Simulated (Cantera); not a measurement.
Source: NASA polynomial tables (part measured, part estimated), evaluated in Cantera. Values are per mole of reaction as written; species without (g) are pure solids or liquids, kept so even where they would boil at 1 bar.

Question: Between 525 and 975 K, where is each reaction favourable under standard conditions?
- H₂S(g) + Pb ⇌ 2 H(g) + PbS(g)

Answer: 
- H₂S(g) + Pb ⇌ 2 H(g) + PbS(g): ΔG° is 477 kJ at 525 K and 380 kJ at 975 K; it stays positive (K < 1). ΔH° is 590 kJ and ΔS° 215 J/K at 975 K.
